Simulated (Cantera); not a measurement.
**SiHCl₃ + N₂ + NH₃ (silicon nitride deposition)**

Feed: 1 mol SiHCl₃, 16 mol N₂, 4.2 mol NH₃, at 0.270 bar.

Equilibrium computed with Cantera from the NASA thermochemical tables; the gas is ideal and each condensed phase is pure. Candidate condensed phases: NH₄Cl, Si, Si₃N₄; 28 gas species. The tables' values for SiCl₃, SiCl are old estimates; treat these amounts as uncertain. The numbers say what is thermodynamically allowed, not how fast it happens.

From 525 °C to 1625 °C the condensed part is Si₃N₄(s). The main Si-bearing gas is SiCl₄ at 525 °C and SiCl₂ at 1625 °C. The share of Si in condensed phases is highest at 1025 °C (98.6 %) and lowest at 1625 °C (42.3 %).

```
T (°C)   x N₂   x H₂   x HCl   x SiCl₂   x SiCl₄       x H   x SiCl₃      x Cl  n Si₃N₄(s)
------  -----  -----  ------  --------  --------  --------  --------  --------  ----------
525     0.679  0.210   0.108  5.71e-12   0.00220  2.35e-12   1.05e-8  1.25e-12       0.314
625     0.679  0.209   0.111  5.31e-10   0.00139  9.62e-11   1.24e-7  5.00e-11       0.321
725     0.678  0.208   0.113   1.95e-8  0.000950   1.89e-9   8.68e-7  9.54e-10       0.325
825     0.678  0.207   0.114   3.64e-7  0.000689   2.17e-8   4.23e-6   1.07e-8       0.327
925     0.678  0.207   0.114   4.13e-6  0.000525   1.66e-7   1.57e-5   7.98e-8       0.328
1025    0.678  0.207   0.115   3.18e-5  0.000415   9.38e-7   4.70e-5   4.39e-7       0.329
1125    0.678  0.207   0.114  0.000180  0.000334   4.14e-6  0.000118   1.89e-6       0.328
1225    0.678  0.208   0.113  0.000780  0.000263   1.51e-5  0.000254   6.61e-6       0.322
1325    0.678  0.209   0.109   0.00264  0.000190   4.69e-5  0.000450   1.93e-5       0.305
1425    0.679  0.213  0.0998   0.00684  0.000113  0.000128  0.000625   4.68e-5       0.268
1525    0.681  0.219  0.0860    0.0135   5.20e-5  0.000317  0.000659   9.54e-5       0.209
1625    0.682  0.225  0.0700    0.0214   1.92e-5  0.000713  0.000551  0.000168       0.141
```
x: gas mole fraction; n: condensed amount in mol.
